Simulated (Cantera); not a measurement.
Input (Python, Cantera) and output of one run.

```python
import numpy as np
import cantera as ct

gas_names = [...]  # 109 gases of nasa_gas.yaml made of C, Cl, H, Si
cond_names = """
    C(gr) C6H6(L) C7H8(L) C8H18(L),n-octa Si(cr) Si(L) SiC(b)
""".split()


# ... load() reads the species with a 1 bar reference pressure and builds the phases ...
atoms = {
    'SiCl4': {'Si': 1, 'CL': 4},
    'C2H2': {'C': 2, 'H': 2},
    'H2': {'H': 2},
    'CH4': {'C': 1, 'H': 4},
}
top_T = {'C(gr)': 4500, 'SiC(b)': 3050}  # K; cautious upper limits of use, not melting points


# ... equilibrate(T, P, feed) seeds the gas with the atoms and calls Mixture.equilibrate('TP', solver="vcs", rtol=1e-11, max_steps=5000) ...
results = []
feed = {'SiCl4': 1, 'C2H2': 0.22, 'H2': 310, 'CH4': 1.2}  # mol
T = 1850  # K
P = 1100  # Pa
mix = equilibrate(T, P, feed)
results.append((T, P, feed, dict(zip(mix.species_names, mix.species_moles))))
x = sorted(zip(gas.X, gas.species_names), reverse=True)
print(f"T = {T:g} K  P = {P:g} Pa  gas = {mix.phase_moles(0):.4g} mol")
print("   x: " + "  ".join(f"{s} {v:.3e}" for v, s in x if v > 1e-05))
print("   condensed (mol): " + ("  ".join(f"{mix.phase(i).name} {mix.phase_moles(i):.4g}"
      for i in range(1, mix.n_phases) if mix.phase_moles(i) > 1e-12) or "none"))
```

Result:

```
T = 1850 K  P = 1100 Pa  gas = 315.4 mol
   x: H2 9.820e-01  HCL 1.260e-02  H 5.090e-03  C2H2,acetylene 2.568e-04  CL 4.964e-05  Si 1.764e-05  SiCL2 1.405e-05
   condensed (mol): C(gr) 0.4869  SiC(b) 0.9883
```

Method: chemical equilibrium by Gibbs-energy minimisation in Cantera with the NASA 1993 tables (ideal gas, pure condensed phases).
